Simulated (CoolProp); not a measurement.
Vapour-liquid equilibrium of R152A (1) + R113 (2) at 38.35 °C; x and y are mole fractions of (1).

Values from CoolProp's multi-fluid Helmholtz-energy mixture model, Outcalt 1996 and Marx 1992; pair parameters Bell 2016.

Task: Give the bubble pressure and the first vapour's composition at x = 0.275, 0.425, 0.725. Is there an azeotrope?

Result: x = 0.275: 406.7 kPa, y = 0.841; x = 0.425: 523.6 kPa, y = 0.888; x = 0.725: 694.8 kPa, y = 0.941. No azeotrope shows between x = 0.05 and 0.95.

The pair parameters rest on a limited set of measurements; away from them the model extrapolates.
